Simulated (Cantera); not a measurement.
Input: 1 mol Al(CH3)3, 44 mol N2, 100 mol H2, held at 0.00133 bar.

Cantera equilibrium calculation (NASA polynomials, part measured and part estimated; ideal gas, pure solids and liquids). Candidate condensed phases: Al, AlN, C, C6H6, C7H8, C8H18; 97 gas species. The feed counts by its element totals alone. The numbers say what is thermodynamically allowed, not how fast it happens.

x: gas mole fraction; n: condensed amount in mol.

```json
[
 {"T (K)": "1625", "x H2": "0.704", "x N2": "0.293", "x H": "0.00162", "x HCN": "0.00108", "x Al": "0.000119", "x C2H2 (acetylene)": "2.50e-5", "x HNC": "2.66e-5", "n AlN(s)": "0.982", "n C(graphite)": "2.83"},
 {"T (K)": "1675", "x H2": "0.702", "x N2": "0.293", "x H": "0.00267", "x HCN": "0.00145", "x Al": "0.000483", "x C2H2 (acetylene)": "4.08e-5", "x HNC": "4.06e-5", "n AlN(s)": "0.927", "n C(graphite)": "2.77"},
 {"T (K)": "1725", "x H2": "0.699", "x N2": "0.292", "x H": "0.00425", "x HCN": "0.00190", "x Al": "0.00181", "x C2H2 (acetylene)": "6.44e-5", "x HNC": "6.03e-5", "n AlN(s)": "0.726", "n C(graphite)": "2.69"},
 {"T (K)": "1775", "x H2": "0.692", "x N2": "0.292", "x H": "0.00660", "x HCN": "0.00244", "x Al": "0.00630", "x C2H2 (acetylene)": "9.86e-5", "x HNC": "8.75e-5", "n AlN(s)": "0.0422", "n C(graphite)": "2.59"},
 {"T (K)": "1825", "x H2": "0.689", "x N2": "0.291", "x H": "(withheld)", "x HCN": "(withheld)", "x Al": "0.00657", "x C2H2 (acetylene)": "(withheld)", "x HNC": "(withheld)", "n AlN(s)": "0", "n C(graphite)": "2.47"},
 {"T (K)": "1875", "x H2": "0.684", "x N2": "0.290", "x H": "0.0148", "x HCN": "0.00388", "x Al": "0.00657", "x C2H2 (acetylene)": "0.000217", "x HNC": "0.000173", "n AlN(s)": "0", "n C(graphite)": "2.32"},
 {"T (K)": "1925", "x H2": "0.678", "x N2": "0.289", "x H": "(withheld)", "x HCN": "(withheld)", "x Al": "0.00655", "x C2H2 (acetylene)": "(withheld)", "x HNC": "(withheld)", "n AlN(s)": "0", "n C(graphite)": "(withheld)"},
 {"T (K)": "1975", "x H2": "0.669", "x N2": "0.287", "x H": "0.0307", "x HCN": "0.00585", "x Al": "0.00653", "x C2H2 (acetylene)": "0.000435", "x HNC": "0.000317", "n AlN(s)": "0", "n C(graphite)": "1.93"},
 {"T (K)": "2025", "x H2": "0.658", "x N2": "0.284", "x H": "0.0428", "x HCN": "0.00703", "x Al": "0.00650", "x C2H2 (acetylene)": "0.000596", "x HNC": "0.000418", "n AlN(s)": "0", "n C(graphite)": "1.68"},
 {"T (K)": "2075", "x H2": "0.644", "x N2": "0.281", "x H": "0.0585", "x HCN": "0.00834", "x Al": "0.00645", "x C2H2 (acetylene)": "0.000799", "x HNC": "0.000540", "n AlN(s)": "0", "n C(graphite)": "1.38"},
 {"T (K)": "2125", "x H2": "0.626", "x N2": "0.277", "x H": "0.0787", "x HCN": "0.00976", "x Al": "0.00639", "x C2H2 (acetylene)": "0.00105", "x HNC": "0.000687", "n AlN(s)": "0", "n C(graphite)": "1.04"}
]
```

Question: Fill in the missing entries.

Answer: 
- 1825, x H: 0.0100
- 1825, x HCN: 0.00310
- 1825, x C2H2 (acetylene): 0.000148
- 1825, x HNC: 0.000124
- 1925, x H: 0.0216
- 1925, x HCN: 0.00480
- 1925, x C2H2 (acetylene): 0.000310
- 1925, x HNC: 0.000237
- 1925, n C(graphite): 2.14
